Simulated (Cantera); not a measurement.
An adiabatic, constant-volume homogeneous reactor starts with 5.85 % CH4, 19.8 % O2, 74.3 % N2, equivalence ratio 0.59, at 1800 K and 0.908 atm.

Cantera simulation using GRI-Mech 3.0 (53 species, 325 reactions); the numbers are that mechanism's predictions, not measurements.

Q: Predict: time of steepest temperature rise; temperature at 0.200 s; equilibrium temperature; x(O2) at 0.200 s; x(HO2) at 0.200 s; x(H2O2) at 0.200 s; x(HCO) at 0.200 s.

A: time of steepest temperature rise: 0.113 ms
temperature at 0.200 s: 2785 K
equilibrium temperature: 2785 K
x(O2) at 0.200 s: 0.0711 (gas-phase equilibrium 0.0711)
x(HO2) at 0.200 s: 1.32e-5 (gas-phase equilibrium 1.32e-5)
x(H2O2) at 0.200 s: 3.72e-7 (gas-phase equilibrium 3.72e-7)
x(HCO) at 0.200 s: 1.25e-8 (gas-phase equilibrium 1.25e-8)
